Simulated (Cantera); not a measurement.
Feed: 1 mol Si₂Cl₆, 0.15 mol Cl₂, 360 mol H₂, at 6000 Pa.

Equilibrium computed with Cantera from the NASA thermochemical tables; the gas is ideal and each condensed phase is pure. Candidate condensed phases: Si; 19 gas species. The feed counts by its element totals alone. Equilibrium is a limit: real reactors are often held back by kinetics, nucleation or transport.

Question: At 1473 K, list the 4 most abundant gas species with their mole fractions, and the condensed phases.

Answer: H₂ 0.983, HCl 0.0157, SiCl₂ 0.000791, H 5.12e-5. Condensed: Si(s).
